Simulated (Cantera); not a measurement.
## Hydrocarbon pyrolysis for carbon deposition

An isothermal, constant-pressure homogeneous reactor starts with C3H8 : H2 : H2O = 1 : 3.4 : 0.1 (molar parts), at 1050 K and 14000 Pa.

Computed with Cantera and GRI-Mech 3.0 (53 species, 325 reactions). GRI-Mech 3.0 was tuned for natural gas; its chemistry of propane as a main component is partial and can be far from experiment. GRI-Mech 3.0 stops at C3 and has no aromatics, soot or wall deposition, so with more carbon than oxygen in the feed, carbon stays in small species such as C2H2 where larger ones or solid carbon would form.

```tsv
t (s)	x C3H8	x H2	x C2H2	x CH3	x H	x CH2	x CH4
6.00e-6	0.222	0.756	<1e-12	4.26e-8	1.24e-9	<1e-12	2.65e-9
3.39e-5	0.222	0.756	<1e-12	2.68e-7	8.54e-9	<1e-12	8.98e-8
0.000192	0.222	0.756	<1e-12	2.08e-6	5.46e-8	<1e-12	3.76e-6
0.00108	0.222	0.755	2.78e-10	1.31e-5	3.07e-7	1.11e-11	0.000148
0.00613	0.219	0.753	9.00e-8	2.81e-5	6.54e-7	5.13e-11	0.00271
0.0346	0.199	0.741	4.37e-6	2.67e-5	6.68e-7	4.57e-11	0.0184
0.196	0.118	0.691	0.000119	1.93e-5	7.14e-7	2.33e-11	0.0838
1.11	0.00981	0.621	0.00135	3.94e-6	5.26e-7	1.37e-12	0.175
6.26	5.72e-5	0.611	0.00425	1.53e-6	2.71e-7	<1e-12	0.188
35.4	3.91e-5	0.600	0.00926	1.57e-6	2.49e-7	<1e-12	0.208
200	3.52e-5	0.555	0.00931	1.67e-6	1.83e-7	<1e-12	0.281
```
x: mole fraction; the columns are a selection and need not sum to one.

Equilibrium at this temperature and pressure: C3H8 4.01e-7, H2 0.370, C2H2 0.000475, CH3 3.86e-7, H 1.33e-8, CH2 <1e-12, CH4 0.604 (gas phase only).
